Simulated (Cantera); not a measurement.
A freely propagating, adiabatic, planar premixed flame of H2 : O2 : N2 = 1 : 0.746 : 3.21 (molar parts), equivalence ratio 0.67, unburnt at 475 K and 4.93 atm; mixture-averaged transport, grid criteria slope 0.08 and curve 0.16, no radiation.

Cantera simulation using the H2/O2 subset of GRI-Mech 3.0, which has no nitrogen chemistry; the numbers are that mechanism's predictions, not measurements. The hydrogen kinetics of GRI-Mech 3.0 are dated; newer H2 mechanisms differ, most at raised pressure. Burning velocities carry a grid error of a few per cent, more on coarse grids. Lean hydrogen flames are cellular in practice and burn faster than this planar one.

x: mole fraction of selected species; z is measured from the peak of heat release.

```
z (mm)   T (K)  u (m/s)      x H2    x O2     x H2O    x H2O2     x HO2       x O
-------  -----  -------  --------  ------  --------  --------  --------  --------
-0.221     476     1.14     0.199   0.151   3.23e-5   8.80e-8   1.63e-7     <1e-8
-0.147     478     1.13     0.193   0.152         ?         ?         ?     <1e-8
-0.110     484     1.14     0.184   0.154  0.000767   2.75e-6   5.12e-6     <1e-8
-0.0736    513     1.18     0.162   0.157   0.00422   1.80e-5   3.77e-5   7.66e-8
-0.0368    720     1.59     0.111   0.152    0.0334  0.000134  0.000519   1.05e-5
-0.0184   1034     2.25    0.0745   0.133    0.0794  0.000138  0.000596  0.000241
0            ?     2.96         ?       ?         ?         ?         ?         ?
0.0184    1593     3.44    0.0183  0.0806     0.173   4.90e-6  0.000179   0.00266
0.0368    1716     3.70   0.00901  0.0696     0.191   3.05e-6  0.000110   0.00281
0.0736    1827     3.93   0.00361  0.0635     0.203   1.76e-6   5.30e-5   0.00186
0.147     1890     4.06   0.00128  0.0621     0.209   9.17e-7   1.96e-5  0.000715
0.294     1915     4.11  0.000358  0.0621     0.211   4.29e-7   6.02e-6  0.000207
0.589     1922     4.12  0.000113  0.0622     0.212   2.27e-7   2.51e-6   7.18e-5
```

Problem. What belongs in the gaps?

Solution. 
- -0.147, x H2O: 0.000220
- -0.147, x H2O2: 7.12e-7
- -0.147, x HO2: 1.32e-6
- 0, T (K): 1370
- 0, x H2: 0.0400
- 0, x O2: 0.104
- 0, x H2O: 0.135
- 0, x H2O2: 2.44e-5
- 0, x HO2: 0.000326
- 0, x O: 0.00143
